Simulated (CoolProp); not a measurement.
Vapour-liquid equilibrium of CH3F (R41) (1) + chloromethane (R40) (2) at -21.85 °C; x and y are mole fractions of (1).

The numbers come from the multi-fluid Helmholtz-energy mixture model, Lemmon 2006 and Thol 2014; pair parameters Bell 2016 in CoolProp.

Q: Give the bubble pressure and the first vapour's composition at x = 0.05, 0.35, 0.95. Is there an azeotrope?

A: x = 0.05: 163.2 kPa, y = 0.341; x = 0.35: 466.3 kPa, y = 0.823; x = 0.95: 1021 kPa, y = 0.990. No azeotrope shows between x = 0.05 and 0.95.

Pair parameters are fitted to limited data, so mixtures are less certain than the pure fluids. The gap from Raoult's law changes sign with composition, which may be real or a fault of the pair parameters; it wasn't checked against measurements.
